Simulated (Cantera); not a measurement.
Equilibrium for nitride etching: BN + H2O + N2

Feed: 1 mol BN, 1 mol H2O, 53 mol N2, at 0.133 bar.

Cantera equilibrium calculation (NASA polynomials, part measured and part estimated; ideal gas, pure solids and liquids). Candidate condensed phases: B, BN, B2O3, B3O3H3, H2O; 39 gas species. Mutual solubility and eutectic melting of coexisting phases are not modelled. Kinetics and transport are ignored.

```json
[
 {"T (K)": "1075", "x N2": "0.982", "x H2": "0.0183", "x B2O3": "7.02e-10", "x HBO": "8.15e-9", "x B2O2": "<1e-12", "x HBO2": "2.88e-6", "x BO": "<1e-12", "x H": "5.44e-9", "n BN(s)": "0.337", "n B2O3(l)": "0.332"},
 {"T (K)": "1175", "x N2": "0.982", "x H2": "0.0183", "x B2O3": "2.99e-8", "x HBO": "1.30e-7", "x B2O2": "2.15e-11", "x HBO2": "1.45e-5", "x BO": "1.49e-11", "x H": "4.54e-8", "n BN(s)": "0.337", "n B2O3(l)": "0.331"},
 {"T (K)": "1275", "x N2": "0.982", "x H2": "0.0183", "x B2O3": "6.90e-7", "x HBO": "1.34e-6", "x B2O2": "1.49e-9", "x HBO2": "5.55e-5", "x BO": "7.53e-10", "x H": "2.73e-7", "n BN(s)": "0.337", "n B2O3(l)": "0.330"},
 {"T (K)": "1375", "x N2": "0.981", "x H2": "0.0182", "x B2O3": "9.86e-6", "x HBO": "9.63e-6", "x B2O2": "5.49e-8", "x HBO2": "0.000172", "x BO": "2.12e-8", "x H": "1.27e-6", "n BN(s)": "0.339", "n B2O3(l)": "0.325"},
 {"T (K)": "1475", "x N2": "0.981", "x H2": "0.0181", "x B2O3": "9.67e-5", "x HBO": "5.26e-5", "x B2O2": "1.22e-6", "x HBO2": "0.000450", "x BO": "3.76e-7", "x H": "4.78e-6", "n BN(s)": "0.343", "n B2O3(l)": "0.309"},
 {"T (K)": "1575", "x N2": "0.980", "x H2": "0.0177", "x B2O3": "0.000699", "x HBO": "0.000228", "x B2O2": "1.81e-5", "x HBO2": "0.00103", "x BO": "4.58e-6", "x H": "1.51e-5", "n BN(s)": "0.350", "n B2O3(l)": "0.252"},
 {"T (K)": "1675", "x N2": "0.976", "x H2": "0.0168", "x B2O3": "0.00394", "x HBO": "0.000812", "x B2O2": "0.000192", "x HBO2": "0.00207", "x BO": "4.11e-5", "x H": "4.12e-5", "n BN(s)": "0.351", "n B2O3(l)": "0.0193"},
 {"T (K)": "1775", "x N2": "0.975", "x H2": "0.0167", "x B2O3": "0.00415", "x HBO": "0.00156", "x B2O2": "0.000579", "x HBO2": "0.00146", "x BO": "0.000175", "x H": "0.000102", "n BN(s)": "0.309", "n B2O3(l)": "0"},
 {"T (K)": "1875", "x N2": "0.974", "x H2": "0.0164", "x B2O3": "0.00351", "x HBO": "0.00257", "x B2O2": "0.00134", "x HBO2": "0.000923", "x BO": "0.000593", "x H": "0.000230", "n BN(s)": "0.244", "n B2O3(l)": "0"},
 {"T (K)": "1975", "x N2": "0.973", "x H2": "0.0159", "x B2O3": "0.00234", "x HBO": "0.00368", "x B2O2": "0.00242", "x HBO2": "0.000512", "x BO": "0.00163", "x H": "0.000472", "n BN(s)": "0.157", "n B2O3(l)": "0"}
]
```
x: gas mole fraction; n: condensed amount in mol.

From 1075 K to 1675 K the condensed part is BN(s) + B2O3(l). From 1775 K to 1975 K the condensed part is BN(s). The main B-bearing gas is HBO2 at 1075 K and B2O2 at 1975 K. The share of B in condensed phases is highest at 1075 K (100.0 %) and lowest at 1975 K (15.7 %).
